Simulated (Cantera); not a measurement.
A perfectly stirred reactor is fed with CH₄ : CO₂ = 1 : 3.9 (molar parts), at 5.03 atm; it is held at 1648 K, and followed from long to short residence time.

Detailed kinetics in Cantera: GRI-Mech 3.0 (53 species, 325 reactions).

**Question.** What does this change do: 0.46 parts H2O added?

**Answer.** 
```tsv
quantity	before	after
x(CH₄) at τ = 5.60 s	0.00598	0.00584
x(CO₂) at τ = 5.60 s	0.258	0.257
x(HO₂) at τ = 5.60 s	<1e-12	<1e-12
x(C₂H) at τ = 5.60 s	1.31e-9	9.84e-10
x(C₂H₂) at τ = 5.60 s	0.00249	0.00195
x(CH₄) at τ = 37.0 ms	0.0616	0.0584
x(CO₂) at τ = 37.0 ms	0.535	0.499
x(HO₂) at τ = 37.0 ms	<1e-12	<1e-12
x(C₂H) at τ = 37.0 ms	3.16e-8	2.64e-8
x(C₂H₂) at τ = 37.0 ms	0.0469	0.0411
```
